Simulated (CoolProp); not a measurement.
Vapour-liquid equilibrium of ethanol (1) + hexamethyldisiloxane (MM) (2) at 160.25 °C; x and y are mole fractions of (1).

The numbers come from the multi-fluid Helmholtz-energy mixture model, Schroeder 2014 and Thol 2016; pair parameters Bell 2016 in CoolProp.

```csv
x,"bubble pressure, mixture model (MPa)","bubble pressure, Raoult's law (MPa)","y, mixture model","y, Raoult's law"
0.05,0.5452,0.4769,0.202,0.133
0.15,0.7155,0.5599,?,0.339
0.25,0.8393,0.6428,0.521,0.492
0.35,?,0.7258,0.596,0.610
0.45,1.009,0.8088,0.655,0.704
0.55,1.072,0.8918,0.709,0.780
0.65,1.126,0.9747,?,0.844
0.75,1.174,1.058,0.820,0.897
0.85,1.215,1.141,0.886,0.943
0.95,1.250,1.224,0.960,0.982
```

Question: Fill in the missing entries.

Answer: 
- 0.15, y, mixture model: 0.411
- 0.35, bubble pressure, mixture model (MPa): 0.9333
- 0.65, y, mixture model: 0.763

The largest gap from Raoult's law is +30.6 % in bubble pressure, at x = 0.25. No azeotrope shows between x = 0.05 and 0.95.

Pair parameters are fitted to limited data, so mixtures are less certain than the pure fluids.
